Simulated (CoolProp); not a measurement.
Methane along the isotherm 374.1 K: fugacity coefficient from the reference equation and from simpler models built on Tc = 190.6 K, pc = 4.599 MPa, ω = 0.011; each cubic takes its own stable root.

Values from CoolProp's reference Helmholtz-energy equation of state, Setzmann 1991.

```tsv
p (MPa)	phase	reference
0.767	gas	0.9949
1.53	gas	0.9900
2.3	gas	0.9851
3.07	gas	0.9804
3.83	gas	0.9759
4.6	supercritical	0.9714
5.37	supercritical	0.9670
6.13	supercritical	0.9629
6.9	supercritical	0.9588
7.67	supercritical	0.9548
8.43	supercritical	0.9510
9.2	supercritical	0.9474
9.96	supercritical	0.9439
10.7	supercritical	0.9406
11.5	supercritical	0.9372
```

Problem. How far does each simpler model (van der Waals, Soave-Redlich-Kwong, Peng-Robinson) lie from the reference over these 15 states: mean and median of the absolute difference, and the worst?

Solution. 
- van der Waals: mean 2.1 %, median 2.1 %, worst -3.9 % at 374.1 K and 11.5 MPa
- Soave-Redlich-Kwong: mean 0.6 %, median 0.6 %, worst +1.3 % at 374.1 K and 11.5 MPa
- Peng-Robinson: mean 1.5 %, median 1.6 %, worst -2.6 % at 374.1 K and 11.5 MPa
